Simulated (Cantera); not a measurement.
Input (Python, Cantera):

```python
import numpy as np
import cantera as ct

surf = ct.Interface("ptcombust.yaml", "Pt_surf")
gas = surf.adjacent["gas"]
gas.TPX = 1323, 80000, {'CH4': 0.0023, 'O2': 0.085, 'N2': 0.79, 'H2O': 0.0053}
surf.TP = 1323, 80000
reactor = ct.FlowReactor(gas, clone=False)
reactor.area = 0.0001  # m2
reactor.surface_area_to_volume_ratio = 400  # 1/m
reactor.mass_flow_rate = 2.6 * reactor.area * gas.density  # inlet velocity 2.6 m/s
reactor.energy_enabled = False
wall = ct.ReactorSurface(surf, reactor, clone=False)
net = ct.ReactorNet([reactor])
net.rtol, net.atol = 1e-8, 1e-16
show, cover = ['CH4', 'O2', 'H2O', 'CO2', 'CO'], ['PT(S)', 'H(S)', 'O(S)', 'OH(S)', 'CO(S)', 'C(S)']

rows = []
print(f"{'z/m':>9s}{'u/(m/s)':>9s}" + "".join(f"{s:>13s}" for s in show + cover))
for z in [0.00014, 0.00027, 0.00051, 0.00099, 0.0019, 0.0037, 0.0071, 0.014]:
    net.advance(z)
    rows.append([reactor.speed, *gas[show].X, *surf[cover].coverages])
    print(f"{z:9.4g}{rows[-1][0]:9.3g}" + "".join(f"{x:13.4e}" for x in rows[-1][1:]))
```

Output:

```
      z/m  u/(m/s)          CH4           O2          H2O          CO2           CO        PT(S)         H(S)         O(S)        OH(S)        CO(S)         C(S)
  0.00014      2.6   2.5507e-03   9.6206e-02   6.1073e-03   4.5072e-05   5.3671e-06   5.6905e-01   4.3597e-06   4.3029e-01   6.6160e-04   1.9649e-06   4.3555e-08
  0.00027      2.6   2.4995e-03   9.6113e-02   6.2020e-03   9.0539e-05   5.8617e-06   5.6910e-01   4.3923e-06   4.3023e-01   6.6640e-04   1.9800e-06   4.2696e-08
  0.00051      2.6   2.4071e-03   9.5943e-02   6.3727e-03   1.7331e-04   5.7862e-06   5.6918e-01   4.4504e-06   4.3014e-01   6.7499e-04   1.9203e-06   4.1140e-08
  0.00099      2.6   2.2307e-03   9.5620e-02   6.6988e-03   3.3093e-04   5.4977e-06   5.6933e-01   4.5594e-06   4.2997e-01   6.9109e-04   1.7934e-06   3.8164e-08
   0.0019      2.6   1.9268e-03   9.5061e-02   7.2628e-03   6.0202e-04   4.9949e-06   5.6960e-01   4.7426e-06   4.2967e-01   7.1806e-04   1.5735e-06   3.3023e-08
   0.0037      2.6   1.4343e-03   9.4144e-02   8.1857e-03   1.0445e-03   4.1624e-06   5.7005e-01   5.0295e-06   4.2918e-01   7.6008e-04   1.2143e-06   2.4655e-08
   0.0071      2.6   8.1106e-04   9.2945e-02   9.3875e-03   1.6256e-03   3.0427e-06   5.7066e-01   5.3834e-06   4.2852e-01   8.1152e-04   7.5125e-07   1.3997e-08
    0.014      2.6   2.4914e-04   9.1782e-02   1.0550e-02   2.2111e-03   1.4763e-06   5.7127e-01   5.7085e-06   4.2787e-01   8.5836e-04   2.8062e-07   4.3168e-09
```

Computed with Cantera and Deutschmann's 1995 Pt surface mechanism with GRI-Mech 3.0 gas chemistry. Catalytic surfaces can have several steady states; this one follows from the mechanism file's or the stated starting coverage. Mass transfer to the wall is taken as infinitely fast.
